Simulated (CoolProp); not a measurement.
Vinyl chloride at several states: Z from the reference equation and from simpler models built on Tc = 425.0 K, pc = 5.600 MPa, ω = 0.160; each cubic takes its own stable root.

Computed with CoolProp (reference Helmholtz-energy equation of state, Thol 2022).

```json
[
 {"T (K)": "264.3", "p (MPa)": "0.414", "phase": "liquid", "reference": "0.01224"},
 {"T (K)": "307.8", "p (MPa)": "0.616", "phase": "liquid", "reference": "0.01708"},
 {"T (K)": "272.7", "p (MPa)": "0.0105", "phase": "gas", "reference": "0.9975"},
 {"T (K)": "316.1", "p (MPa)": "2.98", "phase": "liquid", "reference": "0.08139"},
 {"T (K)": "349.1", "p (MPa)": "0.0346", "phase": "gas", "reference": "0.9963"}
]
```

**Question.** How far does each simpler model (Redlich-Kwong, Soave-Redlich-Kwong, Peng-Robinson) lie from the reference over these 5 states: mean and median of the absolute difference, and the worst?

**Answer.** 
- Redlich-Kwong: mean 1037.0 %, median 8.9 %, worst +5165.8 % at 307.8 K and 0.616 MPa
- Soave-Redlich-Kwong: mean 4.5 %, median 7.1 %, worst +7.8 % at 307.8 K and 0.616 MPa
- Peng-Robinson: mean 3.0 %, median 4.8 %, worst -5.1 % at 264.3 K and 0.414 MPa

At some of these states Redlich-Kwong gives the other phase, because its saturation line lies elsewhere.
